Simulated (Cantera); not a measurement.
Feed: 1 mol FeS, 0.42 mol H₂S, 8.9 mol O₂, equilibrated at 1150 K and 10000 Pa.

Cantera equilibrium calculation (NASA polynomials, part measured and part estimated; ideal gas, pure solids and liquids). Candidate condensed phases: Fe, FeO, Fe(OH)₂, Fe(OH)₃, FeS, FeSO₄, FeS₂, Fe₂O₃, Fe₂(SO₄)₃, Fe₃O₄, H₂O, H₂SO₄, S; 22 gas species. Kinetics and transport are ignored.

Base state: O₂ 0.778, SO₂ 0.154, H₂O 0.0507, SO₃ 0.0169 (mole fractions); condensed: Fe₂O₃(s).

What changes in the equilibrium state with this change: H₂S from 0.42 to 0.3 mol?


```
species        before   after
-------------  ------  ------
O₂              0.778   0.806
SO₂             0.154   0.142
H₂O            0.0507  0.0364
SO₃            0.0169  0.0158
Fe₂O₃(s), mol   0.500   0.500
```

What changes in the equilibrium state with this change: temperature from 1150 K to 1373 K?


```
species         before    after
-------------  -------  -------
O₂               0.778    0.779
SO₂              0.154    0.167
H₂O             0.0507   0.0503
SO₃             0.0169  0.00354
OH             2.59e-6  4.09e-5
Fe₂O₃(s), mol    0.500    0.500
```
